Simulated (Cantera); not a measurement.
A closed system holds: 1 mol B2O3, 63 mol H2, equilibrated at 875 K and 280 Pa.

Method: chemical equilibrium by Gibbs-energy minimisation in Cantera with the NASA 1993 tables (ideal gas, pure condensed phases). Candidate condensed phases: B, B2O3, B3O3H3, H2O; 23 gas species. Equilibrium is a limit: real reactors are often held back by kinetics, nucleation or transport.

Base state: H2 1.00 (mole fractions); condensed: B2O3(l).

Q: What changes in the equilibrium state with this change: temperature from 875 K to 2023 K?

A: 
```
species        before    after
------------  -------  -------
H2               1.00    0.933
H               <1e-9   0.0347
HBO           3.61e-8   0.0112
BO              <1e-9  0.00592
B2O3            <1e-9  0.00192
B2O3(l), mol    1.000        0
```

Q: What changes in the equilibrium state with this change: B2O3 replaced by B2H6?

A: 
| species | before | after |
|---|---|---|
| H2 | 1.00 | 1.00 |
| B2O3(l), mol | 1.000 | 0 |
| B(s), mol | 0 | 2.00 |
The feed counts by its element totals alone.
